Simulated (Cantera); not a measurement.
# Silicon etching in halogen gases: Si + HCl

Charge: 1 mol Si, a varied amount of HCl, equilibrated at 723.15 K and 4.90 mbar.

These are equilibrium values from Cantera (NASA tables, ideal gas, pure condensed phases), not measurements of a reactor. Candidate condensed phases: Si; 19 gas species. The tables' values for SiCl3 are old estimates; treat these amounts as uncertain. The numbers say what is thermodynamically allowed, not how fast it happens.

| n(HCl) (mol) | x HCl | x H2 | x SiCl4 | x SiHCl3 | x SiH2Cl2 | x SiCl3 | x SiCl2 | x SiH3Cl | n Si(s) |
|---|---|---|---|---|---|---|---|---|---|
| 3.3 | 0.00186 | 0.654 | 0.311 | 0.0327 | 0.000239 | 7.19e-5 | 4.15e-6 | 3.81e-7 | 0.156 |
| 4.6 | 0.167 | 0.555 | 0.278 | 0.000277 | 1.91e-8 | 6.60e-7 | 3.91e-10 | <1e-12 | 0 |
| 5.9 | 0.388 | 0.408 | 0.204 | 6.43e-5 | 1.41e-9 | 1.79e-7 | 3.92e-11 | <1e-12 | 0 |
| 7.3 | 0.524 | 0.317 | 0.159 | 2.88e-5 | 3.63e-10 | 9.09e-8 | 1.30e-11 | <1e-12 | 0 |
| 8.6 | 0.605 | 0.263 | 0.132 | 1.71e-5 | 1.55e-10 | 5.94e-8 | 6.68e-12 | <1e-12 | 0 |
| 9.9 | 0.663 | 0.225 | 0.112 | 1.14e-5 | 8.03e-11 | 4.28e-8 | 4.06e-12 | <1e-12 | 0 |
| 11 | 0.700 | 0.200 | 0.1000 | 8.56e-6 | 5.08e-11 | 3.40e-8 | 2.89e-12 | <1e-12 | 0 |
| 13 | 0.750 | 0.167 | 0.0833 | 5.55e-6 | 2.56e-11 | 2.42e-8 | 1.75e-12 | <1e-12 | 0 |
| 14 | 0.769 | 0.154 | 0.0769 | 4.61e-6 | 1.91e-11 | 2.09e-8 | 1.41e-12 | <1e-12 | 0 |
| 15 | 0.786 | 0.143 | 0.0714 | 3.89e-6 | 1.47e-11 | 1.83e-8 | 1.17e-12 | <1e-12 | 0 |
x: gas mole fraction; n: condensed amount in mol.

At 3.3 mol HCl the condensed part is Si(s). From 4.6 mol HCl to 15 mol HCl nothing is condensed. The main Si-bearing gas is SiCl4 throughout.
